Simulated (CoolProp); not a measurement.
R1336mzz(E) at 293.15 K and 0.0607 MPa is throttled through a valve to 0.00638 MPa with no heat exchange. Each further row changes one setting.

Computed with CoolProp (reference Helmholtz-energy equation of state, Akasaka 2023).

```tsv
case	temperature change (K)	final density (kg/m³)
as stated	-1.4	(withheld)
outlet pressure 0.00191 MPa	(withheld)	0.129
outlet pressure 0.00829 MPa	-1.4	(withheld)
```

Task: Some entries are withheld; supply them.

Result: 
- as stated, final density (kg/m³): 0.433
- outlet pressure 0.00191 MPa, temperature change (K): -1.5
- outlet pressure 0.00829 MPa, final density (kg/m³): 0.562
